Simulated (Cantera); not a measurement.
A closed system holds: 1 mol Fe₃O₄, 2.3 mol CH₄, 2.3 mol H₂, 0.61 mol C, at 2027 °C and 0.0200 bar.

Equilibrium computed with Cantera from the NASA thermochemical tables; the gas is ideal and each condensed phase is pure. Candidate condensed phases: C, C₆H₆, C₇H₈, C₈H₁₈, Fe, Fe(CO)₅, FeO, Fe(OH)₂, Fe(OH)₃, Fe₂O₃, Fe₃O₄, H₂O; 114 gas species. Rates play no part.

Base state: H₂ 0.429, Fe 0.227, CO 0.215, H₂O 0.0737, H 0.0448, CO₂ 0.00659, FeO 0.00145, OH 0.00124 (mole fractions); condensed: gas only.

Q: What changes in the equilibrium state with this change: Fe₃O₄ replaced by SiO₂?

A: 
```json
[
 {"species": "H₂", "before": "0.429", "after": "0.714"},
 {"species": "CO", "before": "0.215", "after": "0.212"},
 {"species": "H", "before": "0.0448", "after": "0.0578"},
 {"species": "Fe", "before": "0.227", "after": "0"},
 {"species": "H₂O", "before": "0.0737", "after": "1.34e-7"},
 {"species": "Si", "before": "0", "after": "0.00708"},
 {"species": "SiO", "before": "0", "after": "0.00405"},
 {"species": "C₂H₂ (acetylene)", "before": "<1e-9", "after": "0.00275"},
 {"species": "SiC(s), mol", "before": "0", "after": "0.875"}
]
```
Gases not in the tables: Si₂H₆ and higher silanes. Further candidate phases: Si, SiC, SiO₂.
